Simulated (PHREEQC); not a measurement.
1 kg of water holding 0.086 mol/kgw CaCl2, 0.03 mol/kgw MgCl2, 0.0048 mol/kgw KCl, 0.0051 mol/kgw NaCl and 0.037 mol/kgw SrCl2 is evaporated at 25 °C; the solids stay in contact with the brine. CO2 from the air is kept out. Only these solids could form: Bischofite, Brucite, Carnallite, Halite, Portlandite, Sylvite, MgCl2_4H2O.

All values are PHREEQC results (Pitzer model, pitzer.dat), not measurements.

```csv
water left (kg),ionic strength,water activity,Mg in solution (mol/kgw),Ca in solution (mol/kgw),Sr in solution (mol/kgw)
1,0.469,0.993,0.0300,0.0860,0.0370
0.6755,0.694,0.989,0.0444,0.127,0.0548
0.5552,0.845,0.986,0.0540,0.155,0.0666
0.4563,1.03,?,0.0657,0.188,0.0811
0.3082,1.52,?,0.0973,0.279,0.120
0.2082,2.25,?,0.144,0.413,0.178
0.1711,2.74,0.950,0.175,0.503,0.216
0.1407,3.33,0.936,0.213,0.611,0.263
0.09502,4.93,0.892,0.316,0.905,0.389
0.06418,7.31,?,0.467,1.34,0.577
0.05275,8.89,0.753,0.569,1.63,0.701
0.04335,10.8,?,0.692,1.98,0.854
0.0293,16.0,0.457,1.02,2.94,1.26
```

**Question.** Some entries are withheld; supply them.

**Answer.** 
- 0.4563, water activity: 0.983
- 0.3082, water activity: 0.975
- 0.2082, water activity: 0.960
- 0.06418, water activity: 0.813
- 0.04335, water activity: 0.674
